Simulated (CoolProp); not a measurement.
Saturation properties of carbonyl sulfide (Tc = 105.6 °C, pc = 6.369 MPa, ω = 0.098).

Model: reference Helmholtz-energy equation of state, Lemmon 2006, in CoolProp. It is a short technical equation, of lower accuracy than the large ones.

| T (°C) | p (MPa) | vapour density (kg/m³) | enthalpy of vaporisation (kJ/kg) | liquid cp (kJ/(kg K)) | surface tension (mN/m) |
|---|---|---|---|---|---|
| -47.45 | 0.1147 | 3.789 | 307.1 | 1.185 | 20.3 |
| -43.65 | 0.1357 | 4.427 | 304.5 | 1.189 | 19.5 |
| -39.75 | 0.1603 | 5.164 | 301.8 | 1.194 | 18.8 |
| -35.85 | 0.1881 | 5.990 | 299.0 | 1.200 | 18.1 |
| -31.95 | 0.2195 | 6.914 | 296.2 | 1.206 | 17.4 |
| -28.05 | 0.2548 | 7.943 | 293.3 | 1.213 | 16.7 |
| -24.15 | 0.2943 | 9.084 | 290.3 | 1.220 | 16.1 |
| -20.25 | 0.3382 | 10.35 | 287.3 | 1.227 | 15.4 |
| -16.45 | 0.3856 | 11.70 | 284.3 | 1.235 | 14.7 |
| -12.55 | 0.4393 | 13.22 | 281.1 | 1.244 | 14.1 |
| -8.65 | 0.4984 | 14.90 | 277.8 | 1.253 | 13.4 |
| -4.75 | 0.5632 | 16.73 | 274.5 | 1.263 | 12.8 |
| -0.85 | 0.6340 | 18.73 | 271.0 | 1.274 | 12.2 |
| 3.05 | 0.7113 | 20.91 | 267.5 | 1.285 | 11.5 |

It boils at -50.2 °C under 1 atm.

Surface tension comes from a separate correlation (Mulero 2012).
